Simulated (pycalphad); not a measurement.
Computed with pycalphad from the COST 507 light-alloy database (1999), at 1 atm. No gas phase is included, though pure Mg would boil below 1650 K. These are 1990s assessments: newer ones move some temperatures and phases. Kinetics are ignored, which matters at the lower temperatures.

**Question.** How does the equilibrium phase assembly of Al-3.01Si-0.88Mg (at.%) change on cooling from 1650 K to 370 K?

**Answer.** 
```tsv
T (K)	phases above	phases below
911.1	liquid	fcc + liquid
837.9	fcc + liquid	diamond (Si) + fcc + liquid
830.6	diamond (Si) + fcc + liquid	diamond (Si) + fcc + MG2SI
```
Changes were sought between steps of 40 K, so a narrower field can be missed.

Database names, with the compositions (at.%) that they take in these runs: MG2SI: Mg 67 Si 33.
